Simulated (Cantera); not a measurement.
## Thermodynamics of boron, boron nitride and boron oxide, feed B + H2

Charge: 1 mol B, 67 mol H2, equilibrated at 0.180 bar.

These are equilibrium values from Cantera (NASA tables, ideal gas, pure condensed phases), not measurements of a reactor. Candidate condensed phases: B; 7 gas species. The tables' values for BH2 are old estimates; treat these amounts as uncertain. Gases not in the tables: B2H6 and higher boranes. The numbers say what is thermodynamically allowed, not how fast it happens.

```csv
T (K),x H2,x H,x BH2,x B,x BH,x BH3,x B2,n B(s),n B(l)
823,1.00,1.73e-11,2.47e-11,<1e-12,<1e-12,5.45e-9,<1e-12,1.00,0
1023,1.00,9.76e-9,6.78e-9,<1e-12,<1e-12,8.35e-8,<1e-12,1.000,0
1223,1.000,7.09e-7,2.90e-7,<1e-12,<1e-12,5.00e-7,<1e-12,1.000,0
1423,1.000,1.57e-5,4.27e-6,<1e-12,1.81e-11,1.76e-6,<1e-12,1.000,0
1623,1.000,0.000163,3.20e-5,3.17e-10,1.70e-9,4.48e-6,<1e-12,0.998,0
1823,0.999,0.00102,0.000153,2.91e-8,5.77e-8,9.15e-6,<1e-12,0.989,0
2023,0.995,0.00447,0.000531,1.08e-6,9.64e-7,1.60e-5,1.31e-11,0.963,0
2223,0.984,0.0150,0.00145,2.08e-5,9.57e-6,2.48e-5,1.00e-9,0.898,0
2423,0.956,0.0409,0.00304,0.000225,5.90e-5,3.20e-5,3.14e-8,0,0.771
```
x: gas mole fraction; n: condensed amount in mol.

From 823 K to 2223 K the condensed part is B(s). At 2423 K the condensed part is B(l).
